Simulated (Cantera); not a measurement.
## Dilute partial oxidation

An isothermal, constant-pressure homogeneous reactor starts with 0.937 % CH₃OH, 1.46 % O₂, 97.6 % N₂, equivalence ratio 0.96, at 1350 K and 683 Torr.

Model: GRI-Mech 3.0 (53 species, 325 reactions), integrated in Cantera. GRI-Mech 3.0 was tuned for natural gas; its chemistry of methanol as a main component is partial and can be far from experiment.

```tsv
t (s)	x CH₃OH	x O₂	x NO	x NO₂	x OH	x CH₄	x H₂O₂
8.00e-5	0.00937	0.0146	<1e-12	<1e-12	1.78e-8	7.69e-8	1.88e-9
0.000192	0.00936	0.0146	<1e-12	<1e-12	2.15e-8	3.79e-7	1.98e-8
0.000463	0.00933	0.0146	<1e-12	<1e-12	4.09e-8	1.43e-6	1.81e-7
0.00111	0.00920	0.0146	<1e-12	<1e-12	1.72e-7	3.34e-6	1.61e-6
0.00268	0.00619	0.0134	1.21e-11	6.97e-12	4.29e-6	5.20e-6	4.70e-5
0.00644	<1e-12	0.00207	3.37e-6	3.16e-10	0.000266	<1e-12	1.47e-7
0.0155	<1e-12	0.000974	3.87e-6	5.47e-10	0.000105	<1e-12	5.37e-8
0.0373	<1e-12	0.000713	3.92e-6	1.05e-9	5.44e-5	<1e-12	2.00e-8
0.0896	<1e-12	0.000621	3.94e-6	2.16e-9	2.96e-5	<1e-12	7.05e-9
0.216	<1e-12	0.000591	3.95e-6	3.89e-9	1.59e-5	<1e-12	2.25e-9
0.519	<1e-12	0.000583	3.95e-6	4.96e-9	8.48e-6	<1e-12	6.70e-10
1.25	<1e-12	0.000581	3.95e-6	4.03e-9	4.65e-6	<1e-12	2.07e-10
3.00	<1e-12	0.000581	3.95e-6	2.57e-9	2.79e-6	<1e-12	7.54e-11
```
x: mole fraction; the columns are a selection and need not sum to one.

Equilibrium at this temperature and pressure: CH₃OH <1e-12, O₂ 0.000567, NO 3.14e-5, NO₂ 1.38e-8, OH 1.85e-6, CH₄ <1e-12, H₂O₂ 3.36e-11 (gas phase only).
